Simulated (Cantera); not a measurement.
Mixture: 9.78 % CH4, 4.21 % CO, 18.1 % O2, 67.9 % N2, at 1350 Torr, adiabatic and at constant pressure. Ignition delay is the time to a rise of 400 K.

Model: GRI-Mech 3.0 (53 species, 325 reactions), integrated in Cantera.

Q: Predict: delay at 1000 K; delay at 1100 K; delay at 1200 K; delay at 1300 K; delay at 1400 K; apparent activation energy between 1300 and 1400 K.

A: 
```
Item                                                     Value
--------------------------------------------------  ----------
delay at 1000 K                                         1.21 s
delay at 1100 K                                        0.199 s
delay at 1200 K                                        40.4 ms
delay at 1300 K                                        9.71 ms
delay at 1400 K                                        2.69 ms
apparent activation energy between 1300 and 1400 K  190 kJ/mol
```
